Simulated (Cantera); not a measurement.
**Thermodynamics of boron, boron nitride and boron oxide, feed BF3 + O2 + N2**

Charge: 1 mol BF3, 4.3 mol O2, 140 mol N2, at 10.0 mbar.

These are equilibrium values from Cantera (NASA tables, ideal gas, pure condensed phases), not measurements of a reactor. Candidate condensed phases: B, BN, B2O3; 31 gas species. The tables' values for BF2 are old estimates; treat these amounts as uncertain. Kinetics and transport are ignored.

From 1600 K to 2350 K nothing is condensed. The main B-bearing gas is BF3 at 1600 K and BOF at 2350 K.

```tsv
T (K)	x N2	x O2	x F	x O	x BF3	x BOF	x NO	x BF2
1600	0.963	0.0292	0.000103	2.48e-5	0.00683	5.11e-5	0.000797	3.95e-9
1675	0.963	0.0290	0.000225	5.81e-5	0.00677	0.000112	0.00108	1.47e-8
1750	0.962	0.0287	0.000460	0.000127	0.00665	0.000229	0.00143	4.89e-8
1825	0.962	0.0283	0.000880	0.000259	0.00644	0.000439	0.00183	1.45e-7
1900	0.961	0.0278	0.00158	0.000497	0.00608	0.000790	0.00230	3.90e-7
1975	0.960	0.0270	0.00268	0.000905	0.00552	0.00134	0.00283	9.42e-7
2050	0.958	0.0259	0.00427	0.00157	0.00472	0.00213	0.00339	2.04e-6
2125	0.956	0.0245	0.00633	0.00259	0.00367	0.00316	0.00399	3.92e-6
2200	0.953	0.0228	0.00864	0.00409	0.00250	0.00431	0.00458	6.53e-6
2275	0.950	0.0209	0.0108	0.00620	0.00142	0.00537	0.00516	9.18e-6
2350	0.947	0.0188	0.0122	0.00904	0.000667	0.00610	0.00569	1.09e-5
```
x: gas mole fraction; nothing condenses.
